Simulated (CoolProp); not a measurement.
Decamethyltetrasiloxane (MD2M) along the isobar 5.41 MPa: fugacity coefficient from the reference equation and from simpler models built on Tc = 326.2 °C, pc = 1.144 MPa, ω = 0.635; each cubic takes its own stable root.

Model: reference Helmholtz-energy equation of state, Thol 2017, in CoolProp.

```
T (°C)   phase  reference
------  ------  ---------
-22.75  liquid   1.993e-7
-16.65  liquid   4.108e-7
-10.55  liquid   8.116e-7
-4.35   liquid   1.558e-6
1.75    liquid   2.853e-6
7.85    liquid   5.052e-6
13.95   liquid   8.673e-6
20.05   liquid   1.446e-5
26.25   liquid   2.366e-5
32.35   liquid   3.745e-5
38.45   liquid   5.789e-5
```

Q: How far does each simpler model (van der Waals, Soave-Redlich-Kwong) lie from the reference over these 11 states: mean and median of the absolute difference, and the worst?

A: 
- van der Waals: mean 867857.6 %, median 313637.1 %, worst +3898545.3 % at -22.75 °C and 5.41 MPa
- Soave-Redlich-Kwong: mean 53.3 %, median 48.9 %, worst +92.5 % at -22.75 °C and 5.41 MPa
